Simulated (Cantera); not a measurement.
Standard-state values (1 bar) from the NASA 1993 polynomials, evaluated with Cantera. Values are per mole of reaction as written; species without (g) are pure solids or liquids, kept so even where they would boil at 1 bar.

a) Ta + O2(g) ⇌ TaO2(g)
b) 2 Si + O2(g) ⇌ 2 SiO(g)
c) 2 Pb + O2(g) ⇌ 2 PbO(g)

Problem. Order these by ΔG° at 2075 K, most negative first.

Solution. b (-520 kJ), a (-253 kJ), c (-95 kJ)
